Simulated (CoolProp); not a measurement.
The numbers come from the reference Helmholtz-energy equation of state, Guder 2009 in CoolProp.

**Question.** Give the vapour pressure (MPa), liquid cp (kJ/(kg K)), vapour Z, surface tension (mN/m) of saturated sulfur hexafluoride at 258.1 K.

**Answer.** 
| T (K) | p (MPa) | liquid cp (kJ/(kg K)) | vapour Z | surface tension (mN/m) |
|---|---|---|---|---|
| 258.1 | 0.806 | 0.960 | 0.831 | 6.50 |

Surface tension comes from a separate correlation (Mulero 2012).
